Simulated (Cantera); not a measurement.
Input: 1 mol CH2F2, 0.05 mol H2, equilibrated at 1173.15 K and 25.0 Pa.

Equilibrium computed with Cantera from the NASA thermochemical tables; the gas is ideal and each condensed phase is pure. Candidate condensed phases: C, C6H6, C7H8, C8H18; 95 gas species. Kinetics and transport are ignored.

Base state: HF 0.976, H2 0.0244 (mole fractions); condensed: C(graphite).

What changes in the equilibrium state with this change: CH2F2 replaced by c-C4F8?


```csv
species,before,after
CF4,<1e-9,0.952
HF,0.976,0.0482
H2,0.0244,<1e-9
"C(graphite), mol",1.00,2.02
```
The feed counts by its element totals alone. Gases not in the tables: C2F6 and larger saturated fluorocarbons.
